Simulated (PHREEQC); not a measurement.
Make-up at 25 °C: 0.0013 mol NH4HS, 0.21 mol FeCl2 and 0.019 mol H3PO4 per kg of water. Closed to the air; pH follows from the charge balance.

Model: ion-association model, phreeqc.dat, run in PHREEQC.

Problem. The ionic strength comes out as 0.574 mol/kgw. What activity coefficients do Fe+2, FeCl+, Cl-, FeH2PO4+, NH4+ get?

Solution. Fe+2 0.24, FeCl+ 0.74, Cl- 0.64, FeH2PO4+ 0.68, NH4+ 0.58.

Precipitation was switched off in this run.
